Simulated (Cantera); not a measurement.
# Ignition delay

Mixture: C2H4 : O2 : N2 : H2O = 1 : 6.12 : 25.7 : 3 (molar parts), at 7.20 bar, adiabatic and at constant pressure. Ignition delay is the time to a rise of 400 K.

Cantera simulation using GRI-Mech 3.0 (53 species, 325 reactions); the numbers are that mechanism's predictions, not measurements. GRI-Mech 3.0 was tuned for natural gas; its chemistry of ethylene as a main component is partial and can be far from experiment.

| T0 (K) | delay (ms) |
|---|---|
| 1225 | 0.445 |
| 1325 | 0.0701 |
| 1425 | 0.0179 |
| 1525 | 0.00843 |
| 1625 | 0.00515 |
| 1725 | 0.00357 |
| 1825 | 0.00271 |

```
Quantity                                                Value
--------------------------------------------------  ---------
apparent activation energy between 1625 and 1825 K  79 kJ/mol
```
